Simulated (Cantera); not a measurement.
Feed: 1 mol SiHCl₃, 2.7 mol HCl, 21 mol N₂, held at 600 °C and 24.0 mbar.

Cantera equilibrium calculation (NASA polynomials, part measured and part estimated; ideal gas, pure solids and liquids). Candidate condensed phases: NH₄Cl, Si, Si₃N₄; 28 gas species. N₂ is the only nitrogen source here; it is nearly inert below about 1500 K, so the nitride shown seldom forms there in practice. Equilibrium is a limit: real reactors are often held back by kinetics, nucleation or transport.

Base state: N₂ 0.842, HCl 0.101, SiCl₄ 0.0322, H₂ 0.0240, SiHCl₃ 1.64e-5 (mole fractions); condensed: Si₃N₄(s).

Task: What changes in the equilibrium state with this change: HCl from 2.7 to 0.59 mol?

Result: 
```json
[
 {"species": "N₂", "before": "0.842", "after": "0.912"},
 {"species": "HCl", "before": "0.101", "after": "0.0547"},
 {"species": "SiCl₄", "before": "0.0322", "after": "0.0258"},
 {"species": "H₂", "before": "0.0240", "after": "0.00762"},
 {"species": "SiHCl₃", "before": "1.64e-5", "after": "7.70e-6"},
 {"species": "Si₃N₄(s), mol", "before": "0.0675", "after": "0.138"}
]
```
